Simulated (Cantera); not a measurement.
**Diamond growth**

A diamond (100) surface in a fixed gas of H2 with x(CH4) = 0.0037, x(H) = 0.00029, x(CH3) = 0.00013, at 1398 K; coverages are run to steady state.

Computed with Cantera and the Harris–Goodwin 1993 mechanism for the reconstructed diamond (100) surface.

```csv
P (Pa),growth (µm/h),θ c6HH,θ c6H*,θ c6*H,θ c6**,θ c6HM
530,0.000762,0.533,0.0447,0.410,0.0124,2.56e-6
940,0.00232,0.537,0.0443,0.407,0.0122,4.51e-6
1700,0.00728,0.539,0.0441,0.404,0.0121,8.17e-6
3000,0.0214,0.541,0.0439,0.403,0.0120,1.45e-5
5300,0.0614,0.541,0.0439,0.403,0.0120,2.59e-5
9500,0.172,0.542,0.0438,0.402,0.0119,4.72e-5
17000,0.452,0.542,0.0438,0.402,0.0119,8.62e-5
30000,1.09,0.542,0.0437,0.401,0.0118,0.000155
```
θ: site fractions in the mechanism's names (c6HH fully hydrogenated, c6H* and c6*H radical sites, c6** diradical, c6HM methylated).
